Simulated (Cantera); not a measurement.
Input: 1 mol Si₂H₆, 5.1 mol O₃, 71 mol H₂, at 49.0 mbar.

These are equilibrium values from Cantera (NASA tables, ideal gas, pure condensed phases), not measurements of a reactor. Candidate condensed phases: H₂O, Si, SiO₂; 18 gas species. The feed counts by its element totals alone. The tables hold silica as quartz up to 1696 K and as liquid above; real silica turns to tridymite and cristobalite and melts near 1996 K. Equilibrium is a limit: real reactors are often held back by kinetics, nucleation or transport.

Q: At 1723 K, list the 4 most abundant gas species with their mole fractions, and the condensed phases.

A: H₂ 0.847, H₂O 0.153, H 0.000758, SiO 5.15e-5. Condensed: SiO₂(condensed).
